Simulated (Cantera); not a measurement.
An isothermal, constant-pressure homogeneous reactor starts with CO : O2 : H2O : N2 = 0.0015 : 0.048 : 0.026 : 1 (molar parts), at 1023 K and 3.45 atm.

Cantera simulation using GRI-Mech 3.0 (53 species, 325 reactions); the numbers are that mechanism's predictions, not measurements.

One state of this run: x CO = 0.00129; x O2 = 0.0446; x H2O = 0.0242; x OH = 7.54e-8; x NO = <1e-12; x CO2 = 0.000101; x N2O = 5.44e-9. x: mole fraction; the columns are a selection and need not sum to one.

**Question.** Which value of t (s) does it belong to?
A. 0.159
B. 0.0141
C. 0.532
D. 0.00422

**Answer.** A, 0.159
